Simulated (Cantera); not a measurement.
Input (Python, Cantera) and output of one run.

```python
import numpy as np
import cantera as ct

gas_names = """
    B BH BH2 BH3 BO BO2 B2 B2O B2O2 B2O3 B3O3H3 H HBO HBO2 HO2 H2 H2O H2O2 H3B3O6 O OH O2 O3
""".split()
cond_names = """
    B(b) B(L) B2O3(L) B3O3H3(cr) H2O(s) H2O(L)
""".split()


# ... load() reads the species with a 1 bar reference pressure and builds the phases ...
atoms = {
    'B2O3': {'B': 2, 'O': 3},
    'O2': {'O': 2},
    'H2': {'H': 2},
}
top_T = {}  # K; cautious upper limits of use, not melting points


# ... equilibrate(T, P, feed) seeds the gas with the atoms and calls Mixture.equilibrate('TP', solver="vcs", rtol=1e-11, max_steps=5000) ...
results = []
feed = {'B2O3': 1, 'O2': 2.3, 'H2': 0.63}  # mol
P = 13332.2  # Pa
for T in [975, 1050, 1125, 1200, 1275, 1350, 1425, 1500, 1575, 1650, 1725, 1800]:
    mix = equilibrate(T, P, feed)
    results.append((T, P, feed, dict(zip(mix.species_names, mix.species_moles))))

top = {s: max(r[3][s] / sum(r[3][g] for g in gas_names) for r in results) for s in gas_names}
cols = sorted((s for s in top if top[s] > 1e-06), key=lambda s: -top[s])[:7]
seen = [c for c in cond_names if any(r[3].get(c, 0) > 1e-12 for r in results)]
print("log10 of partial pressures in bar; condensed amounts in mol")
print(f"{'T/K':>10s}" + "".join(f"{s[:9]:>10s}" for s in cols + seen))
for T, P, feed, n in results:
    ng = sum(n[g] for g in gas_names)
    print(f"{T:10.4g}" + "".join(f"{np.log10(max(n[s] / ng * P / 1e5, 1e-99)):10.3f}" for s in cols)
          + "".join(f"{n.get(c, 0):10.4g}" for c in seen))
```

Output:

```
log10 of partial pressures in bar; condensed amounts in mol
       T/K        O2       H2O      HBO2      B2O3       BO2        OH    H3B3O6   B2O3(L)
       975    -0.995    -1.497    -5.563   -12.009   -11.422    -7.485    -3.744    0.9947
      1050    -0.995    -1.496    -4.897   -10.487   -10.144    -6.862    -3.904    0.9962
      1125    -0.995    -1.495    -4.325    -9.176    -9.040    -6.323    -4.047    0.9969
      1200    -0.995    -1.496    -3.828    -8.036    -8.077    -5.851    -4.176    0.9966
      1275    -0.995    -1.498    -3.394    -7.036    -7.230    -5.435    -4.294    0.9945
      1350    -0.996    -1.502    -3.012    -6.153    -6.480    -5.067    -4.406    0.9893
      1425    -0.998    -1.512    -2.676    -5.367    -5.811    -4.741    -4.516    0.9782
      1500    -1.002    -1.531    -2.381    -4.664    -5.211    -4.453    -4.630    0.9573
      1575    -1.008    -1.563    -2.123    -4.031    -4.671    -4.200    -4.758    0.9213
      1650    -1.017    -1.617    -1.903    -3.459    -4.183    -3.984    -4.911    0.8625
      1725    -1.032    -1.701    -1.721    -2.939    -3.740    -3.806    -5.106    0.7701
      1800    -1.055    -1.830    -1.581    -2.465    -3.337    -3.671    -5.361    0.6227
```

Cantera equilibrium calculation (NASA polynomials, part measured and part estimated; ideal gas, pure solids and liquids). Gases not in the tables: H3BO3.
